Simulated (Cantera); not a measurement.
Input: 1 mol Si3N4, 0.032 mol CO2, 180 mol H2, equilibrated at 1175 °C and 6.90 mbar.

Equilibrium computed with Cantera from the NASA thermochemical tables; the gas is ideal and each condensed phase is pure. Candidate condensed phases: C, C6H6, C7H8, C8H18, H2O, Si, SiC, SiO2, Si2N2O, Si3N4; 151 gas species. Mutual solubility and eutectic melting of coexisting phases are not modelled. The numbers say what is thermodynamically allowed, not how fast it happens.

Base state: H2 0.997, N2 0.00238, H 0.000111, SiO 3.38e-5 (mole fractions); condensed: Si(s) + SiC(s) + Si2N2O(s) + Si3N4(s).

### Question
What changes in the equilibrium state with this change: temperature from 1175 °C to 1102 °C?

### Answer
```json
[
 {"species": "H2", "before": "0.997", "after": "0.999"},
 {"species": "N2", "before": "0.00238", "after": "0.000467"},
 {"species": "H", "before": "0.000111", "after": "4.12e-5"},
 {"species": "SiO", "before": "3.38e-5", "after": "4.53e-6"},
 {"species": "Si(s), mol", "before": "0.577", "after": "0.0617"},
 {"species": "SiC(s), mol", "before": "0.0318", "after": "0.0320"},
 {"species": "Si2N2O(s), mol", "before": "0.0578", "after": "0.0632"},
 {"species": "Si3N4(s), mol", "before": "0.757", "after": "0.926"}
]
```

### Question
What changes in the equilibrium state with this change: pressure from 6.90 mbar to 0.140 bar?

### Answer
```
species           before     after
--------------  --------  --------
H2                 0.997     1.000
N2               0.00238  0.000235
H               0.000111   2.46e-5
SiO              3.38e-5   1.32e-6
Si(s), mol         0.577         0
SiC(s), mol       0.0318    0.0312
Si2N2O(s), mol    0.0578    0.0637
Si3N4(s), mol      0.757     0.947
```
